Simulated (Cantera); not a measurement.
Standard-state values (1 bar) from the NASA 1993 polynomials, evaluated with Cantera. Values are per mole of reaction as written; species without (g) are pure solids or liquids, kept so even where they would boil at 1 bar.

**Question.** Between 450 and 1650 K, where is each reaction favourable under standard conditions?
- 3 NO(g) + Cr₂N ⇌ 2 N₂(g) + Cr₂O₃

**Answer.** 
- 3 NO(g) + Cr₂N ⇌ 2 N₂(g) + Cr₂O₃: ΔG° is -1179 kJ at 450 K and -908 kJ at 1650 K; it stays negative (K > 1). ΔH° is -1283 kJ and ΔS° -227 J/K at 1650 K.
